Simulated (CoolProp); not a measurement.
Vapour pressure (MPa) of C2F6 (R116): the reference equation beside estimates from Tc = 293.0 K, pc = 3.048 MPa, ω = 0.257.

The numbers come from the reference Helmholtz-energy equation of state, Lemmon 2006 in CoolProp. It is a short technical equation, of lower accuracy than the large ones.

```json
[
 {"T (K)": "211.9", "reference": "0.2308", "van der Waals": "0.7197", "Redlich-Kwong": "0.3486", "Peng-Robinson": "0.2297"},
 {"T (K)": "215.3", "reference": "…", "van der Waals": "0.7786", "Redlich-Kwong": "0.3959", "Peng-Robinson": "0.2665"},
 {"T (K)": "218.6", "reference": "0.3078", "van der Waals": "…", "Redlich-Kwong": "…", "Peng-Robinson": "0.3064"},
 {"T (K)": "222", "reference": "0.3536", "van der Waals": "0.9038", "Redlich-Kwong": "…", "Peng-Robinson": "0.3521"},
 {"T (K)": "225.3", "reference": "0.4028", "van der Waals": "…", "Redlich-Kwong": "0.5612", "Peng-Robinson": "0.4012"},
 {"T (K)": "228.7", "reference": "0.4587", "van der Waals": "1.041", "Redlich-Kwong": "0.6270", "Peng-Robinson": "…"},
 {"T (K)": "232.1", "reference": "0.5201", "van der Waals": "…", "Redlich-Kwong": "0.6980", "Peng-Robinson": "…"},
 {"T (K)": "235.4", "reference": "0.5855", "van der Waals": "1.191", "Redlich-Kwong": "0.7720", "Peng-Robinson": "0.5841"},
 {"T (K)": "238.8", "reference": "0.6590", "van der Waals": "1.272", "Redlich-Kwong": "0.8537", "Peng-Robinson": "0.6579"}
]
```

Problem. Fill in the missing entries.

Solution. 
- 215.3, reference: 0.2678
- 218.6, van der Waals: 0.8388
- 218.6, Redlich-Kwong: 0.4460
- 222, Redlich-Kwong: 0.5022
- 225.3, van der Waals: 0.9699
- 228.7, Peng-Robinson: 0.4570
- 232.1, van der Waals: 1.116
- 232.1, Peng-Robinson: 0.5186

Absolute difference from the reference over all 9 rows, mean and median: van der Waals 145.5 and 140.8 %, Redlich-Kwong 39.7 and 39.3 %, Peng-Robinson 0.4 and 0.4 %.
